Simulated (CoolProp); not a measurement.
Properties of carbon dioxide along the isotherm -51.55 °C (Tc = 31.0 °C, pc = 7377 kPa, ω = 0.224).

The numbers come from the reference Helmholtz-energy equation of state, Span 1996 in CoolProp.

```json
[
 {"p (kPa)": "58.3", "phase": "gas", "isothermal compressibility (1/MPa)": "17.29", "expansivity (1/kK)": "4.632"},
 {"p (kPa)": "104", "phase": "gas", "isothermal compressibility (1/MPa)": "9.753", "expansivity (1/kK)": "4.730"},
 {"p (kPa)": "184", "phase": "gas", "isothermal compressibility (1/MPa)": "5.577", "expansivity (1/kK)": "4.910"},
 {"p (kPa)": "328", "phase": "gas", "isothermal compressibility (1/MPa)": "3.200", "expansivity (1/kK)": "5.272"},
 {"p (kPa)": "583", "phase": "gas", "isothermal compressibility (1/MPa)": "1.887", "expansivity (1/kK)": "6.063"},
 {"p (kPa)": "1040", "phase": "liquid", "isothermal compressibility (1/MPa)": "0.001968", "expansivity (1/kK)": "3.203"},
 {"p (kPa)": "1840", "phase": "liquid", "isothermal compressibility (1/MPa)": "0.001937", "expansivity (1/kK)": "3.170"},
 {"p (kPa)": "3280", "phase": "liquid", "isothermal compressibility (1/MPa)": "0.001885", "expansivity (1/kK)": "3.112"},
 {"p (kPa)": "5830", "phase": "liquid", "isothermal compressibility (1/MPa)": "0.001799", "expansivity (1/kK)": "3.016"},
 {"p (kPa)": "10400", "phase": "liquid", "isothermal compressibility (1/MPa)": "0.001665", "expansivity (1/kK)": "2.865"},
 {"p (kPa)": "18400", "phase": "liquid", "isothermal compressibility (1/MPa)": "0.001476", "expansivity (1/kK)": "2.649"}
]
```
